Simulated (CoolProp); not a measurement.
Properties of hydrogen chloride along the isotherm 26.15 °C.

The numbers come from the reference Helmholtz-energy equation of state, Thol 2018 in CoolProp.

```json
[
 {"p (MPa)": "0.297", "phase": "gas", "density (kg/m³)": "4.429", "Joule-Thomson coefficient (K/MPa)": "15.52", "expansivity (1/kK)": "3.532"},
 {"p (MPa)": "0.594", "phase": "gas", "density (kg/m³)": "9.022", "Joule-Thomson coefficient (K/MPa)": "15.40", "expansivity (1/kK)": "3.743"},
 {"p (MPa)": "0.891", "phase": "gas", "density (kg/m³)": "13.79", "Joule-Thomson coefficient (K/MPa)": "15.28", "expansivity (1/kK)": "3.977"},
 {"p (MPa)": "1.19", "phase": "gas", "density (kg/m³)": "18.80", "Joule-Thomson coefficient (K/MPa)": "15.16", "expansivity (1/kK)": "4.242"},
 {"p (MPa)": "1.48", "phase": "gas", "density (kg/m³)": "23.87", "Joule-Thomson coefficient (K/MPa)": "15.04", "expansivity (1/kK)": "4.530"},
 {"p (MPa)": "1.78", "phase": "gas", "density (kg/m³)": "29.36", "Joule-Thomson coefficient (K/MPa)": "14.92", "expansivity (1/kK)": "4.869"},
 {"p (MPa)": "2.08", "phase": "gas", "density (kg/m³)": "35.14", "Joule-Thomson coefficient (K/MPa)": "14.79", "expansivity (1/kK)": "5.257"},
 {"p (MPa)": "2.38", "phase": "gas", "density (kg/m³)": "41.24", "Joule-Thomson coefficient (K/MPa)": "14.67", "expansivity (1/kK)": "5.708"},
 {"p (MPa)": "2.67", "phase": "gas", "density (kg/m³)": "47.50", "Joule-Thomson coefficient (K/MPa)": "14.54", "expansivity (1/kK)": "6.219"},
 {"p (MPa)": "2.97", "phase": "gas", "density (kg/m³)": "54.41", "Joule-Thomson coefficient (K/MPa)": "14.41", "expansivity (1/kK)": "6.849"},
 {"p (MPa)": "3.27", "phase": "gas", "density (kg/m³)": "61.85", "Joule-Thomson coefficient (K/MPa)": "14.27", "expansivity (1/kK)": "7.615"},
 {"p (MPa)": "3.56", "phase": "gas", "density (kg/m³)": "69.65", "Joule-Thomson coefficient (K/MPa)": "14.13", "expansivity (1/kK)": "8.537"},
 {"p (MPa)": "3.86", "phase": "gas", "density (kg/m³)": "78.52", "Joule-Thomson coefficient (K/MPa)": "13.97", "expansivity (1/kK)": "9.759"},
 {"p (MPa)": "4.16", "phase": "gas", "density (kg/m³)": "88.43", "Joule-Thomson coefficient (K/MPa)": "13.81", "expansivity (1/kK)": "11.40"}
]
```
